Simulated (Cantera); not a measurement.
Input: 1 mol B2O3, a varied amount of BCl3, equilibrated at 1100 Pa.

Method: chemical equilibrium by Gibbs-energy minimisation in Cantera with the NASA 1993 tables (ideal gas, pure condensed phases). Candidate condensed phases: B, B2O3; 18 gas species. The tables' values for BCl2 are old estimates. Equilibrium is a limit: real reactors are often held back by kinetics, nucleation or transport.

Question: What condenses at these points (T in °C, n(BCl3) in mol): (1425, 5.1); (750, 5.9); (825, 3.6); (1650, 2.8); (1425, 4.3)?

Answer: 
```json
[
 {"T (°C)": "1425", "n(BCl3) in mol": "5.1", "condensed phases": "gas only", "B condensed (%)": "0.0"},
 {"T (°C)": "750", "n(BCl3) in mol": "5.9", "condensed phases": "gas only", "B condensed (%)": "0.0"},
 {"T (°C)": "825", "n(BCl3) in mol": "3.6", "condensed phases": "B2O3", "B condensed (%)": "10.4"},
 {"T (°C)": "1650", "n(BCl3) in mol": "2.8", "condensed phases": "gas only", "B condensed (%)": "0.0"},
 {"T (°C)": "1425", "n(BCl3) in mol": "4.3", "condensed phases": "gas only", "B condensed (%)": "0.0"}
]
```
